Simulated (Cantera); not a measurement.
A closed system holds: 1 mol SiHCl₃, 110 mol H₂, held at 0.230 bar.

Equilibrium computed with Cantera from the NASA thermochemical tables; the gas is ideal and each condensed phase is pure. Candidate condensed phases: Si; 19 gas species. The tables' values for SiCl₃, SiCl are old estimates; treat these amounts as uncertain. Gases not in the tables: Si₂H₆ and higher silanes. The numbers say what is thermodynamically allowed, not how fast it happens.

x: gas mole fraction; n: condensed amount in mol.

```csv
T (K),x H₂,x HCl,x H,x SiHCl₃,x SiCl₄,n Si(s),n Si(l)
1073,0.984,0.0115,2.90e-8,?,0.00194,0.480,0
1173,0.979,0.0180,2.43e-7,?,0.000803,0.665,0
1273,0.976,0.0218,1.47e-6,?,0.000184,0.770,0
1373,0.975,0.0229,6.86e-6,?,3.30e-5,0.797,0
1473,0.975,0.0231,2.60e-5,?,6.49e-6,0.796,0
1573,0.975,0.0230,8.37e-5,?,1.52e-6,0.788,0
1673,0.975,0.0228,0.000234,?,4.21e-7,0.779,0
1773,0.974,0.0232,0.000586,?,1.24e-7,0,0.794
1873,0.973,0.0235,0.00133,?,4.04e-8,0,0.806
1973,0.972,0.0238,0.00277,?,1.47e-8,0,0.801
2073,0.968,0.0239,0.00540,?,5.85e-9,0,0.761
```

Some entries are withheld; supply them.


- 1073, x SiHCl₃: 0.00203
- 1173, x SiHCl₃: 0.00102
- 1273, x SiHCl₃: 0.000329
- 1373, x SiHCl₃: 8.88e-5
- 1473, x SiHCl₃: 2.58e-5
- 1573, x SiHCl₃: 8.56e-6
- 1673, x SiHCl₃: 3.22e-6
- 1773, x SiHCl₃: 1.22e-6
- 1873, x SiHCl₃: 4.99e-7
- 1973, x SiHCl₃: 2.22e-7
- 2073, x SiHCl₃: 1.06e-7
